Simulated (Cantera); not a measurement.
# Thermodynamics of thermal oxidation and active oxidation of silicon, feed Si + H2O + N2

Charge: 1 mol Si, 0.016 mol H2O, a varied amount of N2, at 1400 K and 2.30e-5 bar.

These are equilibrium values from Cantera (NASA tables, ideal gas, pure condensed phases), not measurements of a reactor. Candidate condensed phases: H2O, Si, SiO2, Si2N2O, Si3N4; 35 gas species. N2 is the only nitrogen source here; it is nearly inert below about 1500 K, so the nitride shown seldom forms there in practice. Mutual solubility and eutectic melting of coexisting phases are not modelled. Rates play no part.

```
n(N2) (mol)  log p N2  log p H2  log p SiO  log p H  log p Si  log p SiN  log p Si2N  log p SiH  n Si2N2O(s)  n Si3N4(s)
-----------  --------  --------  ---------  -------  --------  ---------  ----------  ---------  -----------  ----------
8               -4.64     -7.31      -7.40    -8.97     -9.49     -11.50      -11.78     -12.44      0.00312       0.327
12              -4.64     -7.50      -7.49    -9.06     -9.49     -11.50      -11.78     -12.54            0       0.328
17              -4.64     -7.66      -7.65    -9.14     -9.49     -11.50      -11.78     -12.62            0       0.328
25              -4.64     -7.83      -7.82    -9.23     -9.49     -11.50      -11.78     -12.70            0       0.328
37              -4.64     -8.01      -7.99    -9.32     -9.49     -11.50      -11.78     -12.79            0       0.328
55              -4.64     -8.18      -8.17    -9.40     -9.49     -11.50      -11.78     -12.88            0       0.328
80              -4.64     -8.35      -8.33    -9.49     -9.49     -11.50      -11.78     -12.96            0       0.328
120             -4.64     -8.53      -8.51    -9.58     -9.49     -11.50      -11.78     -13.05            0       0.327
170             -4.64     -8.69      -8.66    -9.66     -9.49     -11.50      -11.78     -13.13            0       0.327
260             -4.64     -8.88      -8.85    -9.75     -9.49     -11.50      -11.78     -13.23            0       0.327
380             -4.64     -9.05      -9.01    -9.84     -9.49     -11.50      -11.78     -13.31            0       0.326
550             -4.64     -9.21      -9.17    -9.92     -9.49     -11.50      -11.78     -13.40            0       0.325
810             -4.64     -9.39      -9.34   -10.01     -9.49     -11.50      -11.78     -13.48            0       0.324
```
log p: log10 of the partial pressure in bar; n: condensed amount in mol.

At 8 mol N2 the condensed part is Si2N2O(s) + Si3N4(s). From 12 mol N2 to 810 mol N2 the condensed part is Si3N4(s). The main Si-bearing gas is SiO throughout. The share of Si in condensed phases is highest at 8 mol N2 (98.7 %) and lowest at 810 mol N2 (97.2 %).
